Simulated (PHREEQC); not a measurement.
Make-up at 65 °C: 0.016 mol CdCl2, 0.072 mol CaCl2 and 6.8e-05 mol H2SO4 per kg of water. Closed to the air; pH follows from the charge balance.

Model: ion-association model, phreeqc.dat, run in PHREEQC.

```json
{
  "pH": "3.98",
  "ionic_strength": "0.233 mol/kgw",
  "density": "0.989 g/cm³",
  "total_alkalinity": "-0.136 meq/kg"
}
```

```json
[
 {"species": "Cl-", "molality": "0.158", "activity": "0.108", "log γ": "-0.164"},
 {"species": "Ca+2", "molality": "0.0720", "activity": "0.0203", "log γ": "-0.550"},
 {"species": "CdCl+", "molality": "0.00976", "activity": "0.00705", "log γ": "-0.141"},
 {"species": "CdCl2", "molality": "0.00343", "activity": "0.00362", "log γ": "0.023"},
 {"species": "Cd+2", "molality": "0.00223", "activity": "0.000607", "log γ": "-0.564"},
 {"species": "CdCl3-", "molality": "0.000581", "activity": "0.000420", "log γ": "-0.141"},
 {"species": "H+", "molality": "0.000136", "activity": "0.000106", "log γ": "-0.108"},
 {"species": "CaSO4", "molality": "3.49e-5", "activity": "3.69e-5", "log γ": "0.023"},
 {"species": "SO4-2", "molality": "3.11e-5", "activity": "7.85e-6", "log γ": "-0.598"}
]
```

No solid was allowed to form. Complexes and solids missing from the database can't appear. Away from 25 °C the constants follow the database's enthalpies or fits; those with neither stay at their 25 °C values.
